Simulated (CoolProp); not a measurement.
Vapour-liquid equilibrium of dimethyl ether (1) + n-perfluorobutane (2) at 39.95 °C; x and y are mole fractions of (1).

Computed with CoolProp (multi-fluid Helmholtz-energy mixture model, Wu 2011 and Gao 2022; pair parameters Bell 2016).

```
x     bubble pressure, mixture model (kPa)  bubble pressure, Raoult's law (kPa)  y, mixture model  y, Raoult's law
----  ------------------------------------  -----------------------------------  ----------------  ---------------
0.05                                 523.0                                443.9             0.207            0.100
0.15                            (withheld)                                490.7             0.442            0.272
0.25                                 857.8                                537.5             0.562            0.413
0.35                            (withheld)                                584.3        (withheld)            0.532
0.45                                  1010                                631.1             0.668            0.634
0.55                                  1039                                677.9             0.694            0.721
0.65                                  1053                                724.8        (withheld)            0.797
0.75                                  1056                                771.6             0.739            0.864
0.85                            (withheld)                                818.4             0.782            0.923
0.95                                 972.0                                865.2             0.887            0.976
```

**Question.** Some entries are withheld; supply them.

**Answer.** 
- 0.15, bubble pressure, mixture model (kPa): 711.9
- 0.35, bubble pressure, mixture model (kPa): 953.9
- 0.35, y, mixture model: 0.628
- 0.65, y, mixture model: 0.715
- 0.85, bubble pressure, mixture model (kPa): 1042

The largest gap from Raoult's law is +63.3 % in bubble pressure, at x = 0.35. y crosses x between x = 0.65 and 0.75: the model has an azeotrope there.

Pair parameters are fitted to limited data, so mixtures are less certain than the pure fluids. With so large a gap from Raoult's law the liquid may split in two, which this calculation doesn't test in full.
